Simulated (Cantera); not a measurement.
An adiabatic, constant-volume homogeneous reactor starts with CO : H2 : CH4 : O2 : N2 : CO2 = 1 : 0.05 : 0.045 : 0.28 : 1.05 : 0.28 (molar parts), equivalence ratio 2.2, at 1298 K and 12.8 atm. Integrator tolerance rtol = 1e-08.

Model: GRI-Mech 3.0 (53 species, 325 reactions), integrated in Cantera. The pressure lies above the range GRI-Mech 3.0 was tuned for (to about 10 atm).

Question: What does this change do: initial temperature 1298 to 1725 K?

Answer: 
```tsv
quantity	before	after
time of steepest temperature rise	48.2 µs	4.21 µs
temperature at 0.200 s	2821 K	3037 K
equilibrium temperature	2821 K	3037 K
x(CO) at 0.200 s	0.264 (gas-phase equilibrium 0.264)	0.276 (gas-phase equilibrium 0.276)
x(H2) at 0.200 s	0.00672 (gas-phase equilibrium 0.00672)	0.00657 (gas-phase equilibrium 0.00657)
x(CH4) at 0.200 s	1.17e-12 (gas-phase equilibrium 1.36e-12)	<1e-12 (gas-phase equilibrium <1e-12)
x(OH) at 0.200 s	0.00280 (gas-phase equilibrium 0.00280)	0.00697 (gas-phase equilibrium 0.00697)
x(H) at 0.200 s	0.00141 (gas-phase equilibrium 0.00141)	0.00310 (gas-phase equilibrium 0.00310)
x(H2O2) at 0.200 s	9.97e-8 (gas-phase equilibrium 9.97e-8)	2.66e-7 (gas-phase equilibrium 2.66e-7)
x(O) at 0.200 s	0.000369 (gas-phase equilibrium 0.000369)	0.00201 (gas-phase equilibrium 0.00201)
```
Above 3000 K some thermodynamic fits are extrapolated.
